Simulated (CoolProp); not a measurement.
Hydrogen sulfide at 294.37 K and 0.86 MPa is compressed adiabatically to 4.1 MPa with isentropic efficiency 0.6. Each further row changes one setting.

Values from CoolProp's reference Helmholtz-energy equation of state, Lemmon 2006. It is a short technical equation, of lower accuracy than the large ones.

```
case             work (kJ/kg)  final temperature (K)  final density (kg/m³)
---------------  ------------  ---------------------  ---------------------
as stated                 ___                    ___                    ___
efficiency 1              ___                  435.0                    ___
efficiency 0.65           193                  490.2                   36.6
```

Some entries are withheld; supply them.


- as stated, work (kJ/kg): 209
- as stated, final temperature (K): 503.6
- as stated, final density (kg/m³): 35.4
- efficiency 1, work (kJ/kg): 126
- efficiency 1, final density (kg/m³): 42.8
